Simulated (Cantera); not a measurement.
Charge: 1 mol SiCl₄, 5.7 mol HCl, 0.73 mol H₂, at 1425 K and 0.100 bar.

Equilibrium computed with Cantera from the NASA thermochemical tables; the gas is ideal and each condensed phase is pure. Candidate condensed phases: Si; 19 gas species. The tables' values for SiCl₃ are old estimates; treat these amounts as uncertain. Equilibrium is a limit: real reactors are often held back by kinetics, nucleation or transport.

Problem. What is the equilibrium state?

Solution. 
```json
{
 "x(HCl)": "0.777",
 "x(SiCl₄)": "0.121",
 "x(H₂)": "0.0893",
 "x(SiCl₃)": "0.00902",
 "x(SiCl₂)": "0.00265",
 "x(SiHCl₃)": "0.00109",
 "x(Cl)": "4.59e-5",
 "x(H)": "6.45e-6",
 "x(SiH₂Cl₂)": "1.49e-6",
 "gas_amount": "7.484 mol",
 "log10 activity of Si(s) (absent)": "-3.89"
}
```
